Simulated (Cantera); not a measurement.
Carbon deposition, reforming and gasification: C3H8 + CO2

Charge: 1 mol C3H8, 2.2 mol CO2, equilibrated at 1877 °C.

Equilibrium computed with Cantera from the NASA thermochemical tables; the gas is ideal and each condensed phase is pure. Candidate condensed phases: C, C6H6, C7H8, C8H18, H2O; 110 gas species. The ideal-gas law is rough above about 30 bar. Rates play no part.

From 10.0 Pa to 1.00e7 Pa the condensed part is C(graphite). The main C-bearing gas is CO throughout.

```tsv
P (Pa)	x CO	x H2	x H	x CH4	x H2O	x C2H2 (acetylene)	n C(graphite)
10	0.463	0.304	0.233	2.71e-9	9.48e-10	0.000589	0.788
72	0.498	0.402	0.0996	3.41e-8	9.70e-9	0.000778	0.786
520	0.514	0.446	0.0391	3.04e-7	8.03e-8	0.000865	0.785
3700	0.520	0.464	0.0149	2.34e-6	6.02e-7	0.000899	0.785
27000	0.522	0.471	0.00557	1.76e-5	4.48e-6	0.000913	0.784
190000	0.523	0.473	0.00211	0.000125	3.17e-5	0.000917	0.784
1400000	0.524	0.473	0.000775	0.000920	0.000234	0.000916	0.779
10000000	0.526	0.464	0.000287	0.00633	0.00165	0.000900	0.746
```
x: gas mole fraction; n: condensed amount in mol.
